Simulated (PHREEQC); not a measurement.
Make-up at 25 °C: 0.066 mol HF, 0.0034 mol NaOH and 0.00093 mol LiCl per kg of water. Closed to the air; pH follows from the charge balance.

Equilibrium calculation in PHREEQC: ion-association model, wateq4f.dat.

```
Property                    Value
----------------  ---------------
pH                           2.33
ionic strength    0.00941 mol/kgw
total alkalinity     -62.6 meq/kg
```

| species | molality | activity | log γ |
|---|---|---|---|
| HF | 0.0454 | 0.0456 | 0.001 |
| F- | 0.00722 | 0.00652 | -0.045 |
| H2F2 | 0.00540 | 0.00541 | 0.001 |
| H+ | 0.00509 | 0.00466 | -0.038 |
| Na+ | 0.00339 | 0.00307 | -0.043 |
| HF2- | 0.00126 | 0.00114 | -0.045 |
| Cl- | 0.000930 | 0.000840 | -0.044 |
| Li+ | 0.000930 | 0.000845 | -0.042 |
| NaF | 1.15e-5 | 1.15e-5 | 0.001 |

This is a speciation only: nothing precipitates in the calculation. wateq4f.dat counts part of the HF as a dimer, H2F2, which phreeqc.dat doesn't know; its constant is uncertain.
